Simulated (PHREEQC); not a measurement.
Solution (61 °C): 0.11 mol/kgw HCl, 0.16 mol/kgw MnSO4 and 9.2e-05 mol/kgw MgSO4. Closed to the air; pH follows from the charge balance.

Model: ion-association model, wateq4f.dat, run in PHREEQC.

No solid was allowed to form.

Task: Predict the pH, activity of water.

Result: pH 1.54; activity of water 0.993.

Task: In which forms is S present?

Result: HSO4- 45 %, MnSO4 33 %, SO4-2 21 % of the S.

Complexes and solids missing from the database can't appear. Away from 25 °C the constants follow the database's enthalpies or fits; those with neither stay at their 25 °C values.
